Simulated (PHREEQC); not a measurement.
Dissolve 0.014 mol HCl, 0.0027 mol CuSO4 and 0.00054 mol Fe2(SO4)3 per kg of water at 25 °C. Closed to the air; pH follows from the charge balance.

The numbers come from PHREEQC with the ion-association model, phreeqc.dat.

```tsv
quantity	before	after
pH	1.95	1.97
ionic strength (mol/kgw)	0.0239	0.0227
Cu+2 (mol/kgw)	0.00236	0.00225
SO4-2 (mol/kgw)	0.00188	0.00134
HSO4- (mol/kgw)	0.00133	0.00208
CuSO4 (mol/kgw)	0.000289	0.000231
```

Task: Which change was made?
(A) Fe2(SO4)3 left out
(B) temperature from 25 to 60 °C
(C) diluted 100-fold with water
(D) CuSO4 from 0.0027 to 0.00297 mol/kgw
(E) 0.00014 mol/kgw NaBr added

Result: B, temperature from 25 to 60 °C

Precipitation was switched off in this run. Some of these states are supersaturated (in Hematite (slow to form), Goethite (slow to form), for instance). Away from 25 °C the constants follow the database's enthalpies or fits; those with neither stay at their 25 °C values.
